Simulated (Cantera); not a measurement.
Thermal oxidation and active oxidation of silicon: Si + H2O + N2

Charge: 1 mol Si, 0.0077 mol H2O, 66 mol N2, at 0.00480 Torr.

Equilibrium computed with Cantera from the NASA thermochemical tables; the gas is ideal and each condensed phase is pure. Candidate condensed phases: H2O, Si, SiO2, Si2N2O, Si3N4; 35 gas species. N2 is the only nitrogen source here; it is nearly inert below about 1500 K, so the nitride shown seldom forms there in practice. The tables' values for SiN are old estimates; treat these amounts as uncertain. Equilibrium is a limit: real reactors are often held back by kinetics, nucleation or transport.

| T (K) | log p N2 | log p Si | log p H | log p SiO | log p H2 | log p Si2N | log p Si2 | n Si3N4(s) | n Si(s) |
|---|---|---|---|---|---|---|---|---|---|
| 1300 | -5.19 | -11.10 | -10.52 | -9.12 | -9.13 | -13.85 | -15.45 | 0.331 | 0 |
| 1350 | -5.19 | -10.07 | -10.19 | -9.12 | -9.14 | -12.54 | -13.86 | 0.330 | 0 |
| 1400 | -5.19 | -9.12 | -9.89 | -9.12 | -9.16 | -11.32 | -12.37 | 0.328 | 0 |
| 1450 | -5.19 | -8.51 | -9.63 | -9.13 | -9.20 | -10.75 | -11.57 | 0 | 0.960 |
| 1500 | -5.19 | -7.98 | -9.39 | -9.13 | -9.27 | -10.29 | -10.87 | 0 | 0.882 |
| 1550 | -5.20 | -7.48 | -9.19 | -9.13 | -9.38 | -9.86 | -10.22 | 0 | 0.642 |
| 1600 | -5.20 | -7.03 | -9.04 | -9.13 | -9.55 | -9.49 | -9.65 | 0 | 0 |
| 1650 | -5.20 | -7.03 | -8.94 | -9.13 | -9.80 | -9.98 | -9.95 | 0 | 0 |
log p: log10 of the partial pressure in bar; n: condensed amount in mol.

From 1300 K to 1400 K the condensed part is Si3N4(s). From 1450 K to 1550 K the condensed part is Si(s). From 1600 K to 1650 K nothing is condensed. The main Si-bearing gas is SiO at 1300 K and Si at 1650 K.
